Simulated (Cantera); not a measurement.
**Ignition delay**

Mixture: 5.73 % CH₄, 0.258 % C₂H₆, 19.6 % O₂, 74.4 % N₂, at 52000 Pa, adiabatic and at constant volume. Ignition delay is the time to a rise of 400 K.

Model: GRI-Mech 3.0 (53 species, 325 reactions), integrated in Cantera.

| T0 (K) | delay (ms) |
|---|---|
| 1298 | 5.24 |
| 1348 | 2.85 |
| 1398 | 1.60 |
| 1448 | 0.941 |
| 1498 | 0.578 |
| 1548 | 0.372 |
| 1598 | 0.251 |
| 1648 | 0.177 |
| 1698 | 0.129 |
| 1748 | 0.0977 |

```json
{
  "apparent activation energy between 1648 and 1748 K": "140 kJ/mol"
}
```
